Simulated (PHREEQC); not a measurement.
**Silver or lead bath with nickel, zinc or cadmium bath**

Solution A (19 mmol/kgw AgNO3) is mixed with solution B (74 mmol/kgw ZnSO4 and 0.25 mmol/kgw KCl) at 25 °C; shares are by mass of water, 1 kg in all. Oxygen alone is held at its pressure in air (log pO2 = -0.68). CO2 from the air is kept out. Solids allowed: Zn(OH)2-e, Zn4(OH)6SO4, Zn5(OH)8Cl2, Cerargyrite, Ag2O, Ag2SO4, Goslarite. Others were left out.

Equilibrium calculation in PHREEQC: ion-association model, wateq4f.dat.

```
share of solution B    pH  Cerargyrite (mol)  Ag+ (mol/kgw)  Zn+2 (mol/kgw)  SO4-2 (mol/kgw)  ZnSO4 (mol/kgw)  Zn(SO4)2-2 (mol/kgw)
-------------------  ----  -----------------  -------------  --------------  ---------------  ---------------  --------------------
0                    6.80                  0         0.0189               0                0                0                     0
0.1                  5.78            2.47e-5         0.0162         0.00569          0.00486          0.00164               6.65e-5
0.2                  5.70            4.97e-5         0.0140          0.0101          0.00871          0.00438              0.000318
0.3                  5.66            7.46e-5         0.0120          0.0140           0.0121          0.00741              0.000749
0.4                  5.63            9.96e-5         0.0101          0.0177           0.0152           0.0106               0.00134
0.5                  5.61           0.000125        0.00824          0.0212           0.0180           0.0137               0.00206
0.6                  5.60           0.000150        0.00648          0.0245           0.0207           0.0169               0.00291
0.7                  5.59           0.000175        0.00475          0.0278           0.0232           0.0201               0.00387
0.8                  5.57           0.000200        0.00307          0.0310           0.0256           0.0233               0.00492
0.9                  5.57           0.000224        0.00142          0.0342           0.0279           0.0264               0.00605
1                    5.56                  0              0          0.0373           0.0301           0.0294               0.00725
```

Cerargyrite from share of solution B = 0.1 (pH 5.78), last present at share of solution B = 0.9.
